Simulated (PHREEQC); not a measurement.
Solution (50 °C): 0.027 mmol/kgw H2SO4 and 0.003 mmol/kgw ZnSO4. Closed to the air; pH follows from the charge balance.

The numbers come from PHREEQC with the ion-association model, phreeqc.dat.

This is a speciation only: nothing precipitates in the calculation.

Question: Predict the pH.

Answer: pH 4.28.

Complexes and solids missing from the database can't appear. At this temperature some constants are extrapolated from 25 °C, and those without enthalpy data are left unchanged.
